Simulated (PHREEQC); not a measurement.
A column of 0.2 m (40 cells, dispersivity 0.007 m, 60 s a shift, diffusion coefficient 3e-10 m²/s) holds 0.0022 eq of the database's cation exchanger X per kg of pore water, first in equilibrium with 2.9 mmol/kgw CaCl2 and 0.01 mmol/kgw HCl. It is flushed with 0.68 mmol/kgw KCl, 0.52 mmol/kgw LiCl and 0.01 mmol/kgw HCl, at 25 °C. Values are for the last cell. CO2 from the air is kept out. No solid was allowed to form.

Base run: PHREEQC, ion-association model, phreeqc.dat. Each further column changes one thing. The table gives K in solution (mol/kgw).

```tsv
pore volumes	base	exchange capacity from 0.0022 to 0.0011 eq/kgw	dispersivity from 0.007 to 0.014 m
0	0	0	0
1.012	0.000212	___	0.000267
2.013	0.000471	0.000543	0.000477
3.013	0.000569	0.000612	___
4.013	0.000604	0.000634	___
5.013	0.000621	0.000645	___
6.013	0.000631	0.000651	0.000629
```

### Question
Complete the blanks.

### Answer

- 1.012, exchange capacity from 0.0022 to 0.0011 eq/kgw: 0.000282
- 3.013, dispersivity from 0.007 to 0.014 m: 0.000558
- 4.013, dispersivity from 0.007 to 0.014 m: 0.000598
- 5.013, dispersivity from 0.007 to 0.014 m: 0.000617
